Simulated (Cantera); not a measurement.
Charge: 1 mol (CH₃)₂SiCl₂, 450 mol H₂, equilibrated at 2150 K and 13.3 mbar.

Method: chemical equilibrium by Gibbs-energy minimisation in Cantera with the NASA 1993 tables (ideal gas, pure condensed phases). Candidate condensed phases: C, C₆H₆, C₇H₈, C₈H₁₈, Si, SiC; 109 gas species. The feed counts by its element totals alone. The tables' values for SiCl are old estimates; treat these amounts as uncertain. Gases not in the tables: Si₂H₆ and higher silanes. The numbers say what is thermodynamically allowed, not how fast it happens.

Base state: H₂ 0.956, H 0.0357, HCl 0.00419, C₂H₂ (acetylene) 0.00185, Si 0.00155, SiC₂ 0.000122, Cl 0.000114, SiH 8.53e-5 (mole fractions); condensed: C(graphite) + SiC(s).

Q: What changes in the equilibrium state with this change: H₂ from 450 to 1 mol?

A: 
```tsv
species	before	after
H₂	0.956	0.608
HCl	0.00419	0.317
SiCl₂	3.41e-6	0.0308
Cl	0.000114	0.0109
H	0.0357	0.0285
SiCl₃	<1e-9	0.000204
SiCl	1.16e-5	0.00110
C(graphite), mol	0.0286	1.16
SiC(s), mol	0.0990	0.826
```
The tables' values for SiCl, SiCl₃ are old estimates; treat these amounts as uncertain.
